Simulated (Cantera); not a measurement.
Input (Python, Cantera):

```python
import numpy as np
import cantera as ct

gas = ct.Solution("gri30.yaml")
gas.TPX = 1100, 100000, {'CO': 0.0018, 'O2': 0.0045, 'H2O': 0.00011, 'N2': 1}
reactor = ct.IdealGasConstPressureReactor(gas, energy="off", clone=False)
net = ct.ReactorNet([reactor])
net.rtol, net.atol = 1e-08, 1e-18
show = ['CO', 'O2', 'H2O', 'H2', 'NO2', 'OH']
times = np.geomspace(2e-06, 2, 10)

steps = ct.SolutionArray(gas, extra=["t"])
rows = []
print(f"{'t/s':>10s}{'T/K':>9s}{'P/Pa':>11s}" + "".join(f"{s:>11s}" for s in show))
for t in times:
    while net.time < t:
        t_next = net.step()
        steps.append(gas.state, t=t_next)
    rows.append([np.interp(t, steps.t, y) for y in (steps.T, steps.P, *steps(*show).X.T)])
    print(f"{t:10.3e}{rows[-1][0]:9.1f}{rows[-1][1]:11.4g}" + "".join(f"{x:11.3e}" for x in rows[-1][2:]))
rate = np.gradient(steps.T, steps.t)
print("integrator steps:", len(steps.t))
if steps.T.max() > steps.T[0] + 200:
    print(f"time of steepest temperature rise: {steps.t[rate.argmax()]:.4e} s")
gas.TPX = 1100, 100000, {'CO': 0.0018, 'O2': 0.0045, 'H2O': 0.00011, 'N2': 1}
gas.equilibrate("TP")
print(f"equilibrium (TP): T = {gas.T:.1f} K  " + "  ".join(f"{s} {gas[s].X[0]:.3e}" for s in show))
```

Output:

```
       t/s      T/K       P/Pa         CO         O2        H2O         H2        NO2         OH
 2.000e-06   1100.0      1e+05  1.789e-03  4.471e-03  1.093e-04  1.743e-24  6.824e-36  3.041e-17
 9.283e-06   1100.0      1e+05  1.789e-03  4.471e-03  1.093e-04  1.674e-22  5.902e-34  1.832e-16
 4.309e-05   1100.0      1e+05  1.789e-03  4.471e-03  1.093e-04  1.806e-20  5.219e-32  1.652e-15
 2.000e-04   1100.0      1e+05  1.789e-03  4.471e-03  1.093e-04  3.064e-18  6.932e-30  2.166e-14
 9.283e-04   1100.0      1e+05  1.789e-03  4.471e-03  1.093e-04  4.427e-16  1.333e-27  2.883e-13
 4.309e-03   1100.0      1e+05  1.789e-03  4.471e-03  1.093e-04  2.961e-14  5.919e-25  2.809e-12
 2.000e-02   1100.0      1e+05  1.789e-03  4.471e-03  1.093e-04  1.262e-12  9.543e-22  2.484e-11
 9.283e-02   1100.0      1e+05  1.788e-03  4.471e-03  1.093e-04  2.497e-10  2.985e-17  1.569e-09
 4.309e-01   1100.0      1e+05  9.386e-04  4.043e-03  1.075e-04  1.014e-06  3.342e-10  8.234e-07
 2.000e+00   1100.0      1e+05  1.003e-04  3.629e-03  1.090e-04  1.101e-07  5.190e-09  3.287e-07
integrator steps: 702
equilibrium (TP): T = 1100.0 K  CO 4.026e-11  O2 3.574e-03  H2O 1.094e-04  H2 2.427e-12  NO2 4.656e-08  OH 8.149e-09
```

Model: GRI-Mech 3.0 (53 species, 325 reactions), integrated in Cantera.
